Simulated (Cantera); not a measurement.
A perfectly stirred reactor is fed with N₂O : N₂ = 1 : 0.13 (molar parts), at 1050 Torr; it is held at 1525 K, and followed from long to short residence time.

Cantera simulation using GRI-Mech 3.0 (53 species, 325 reactions); the numbers are that mechanism's predictions, not measurements. GRI-Mech 3.0 was tuned for natural gas; its chemistry of N2O as a main component is partial and can be far from experiment. The temperature is held fixed by assumption; the heat of reaction is taken as removed at once.

Q: Predict: x(N₂O) at τ = 8.10 s; x(O) at τ = 8.10 s; x(O₂) at τ = 8.10 s; x(N₂) at τ = 8.10 s; x(NO) at τ = 8.10 s; x(N₂O) at τ = 32.0 ms; x(O) at τ = 32.0 ms; x(O₂) at τ = 32.0 ms; x(N₂) at τ = 32.0 ms; x(NO) at τ = 32.0 ms.

A: 
- x(N₂O) at τ = 8.10 s: 0.00140
- x(O) at τ = 8.10 s: 6.42e-6
- x(O₂) at τ = 8.10 s: 0.295
- x(N₂) at τ = 8.10 s: 0.681
- x(NO) at τ = 8.10 s: 0.0221
- x(N₂O) at τ = 32.0 ms: 0.188
- x(O) at τ = 32.0 ms: 5.11e-5
- x(O₂) at τ = 32.0 ms: 0.194
- x(N₂) at τ = 32.0 ms: 0.523
- x(NO) at τ = 32.0 ms: 0.0939
